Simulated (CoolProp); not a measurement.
Values from CoolProp's reference Helmholtz-energy equation of state, Lemmon and Jacobsen 2000.

For R143a, give the phase and the cp (kJ/(kg K)), cv (kJ/(kg K)), Joule-Thomson coefficient (K/MPa), viscosity (µPa s) at 75.45 °C and 101 kPa.


- 75.45 °C and 101 kPa: gas; cp 1.04, cv 0.933, Joule-Thomson coefficient 11.3, viscosity 13.0

Viscosity comes from a separate model (Klein 1997), an estimate that may be off by 10 % or more.
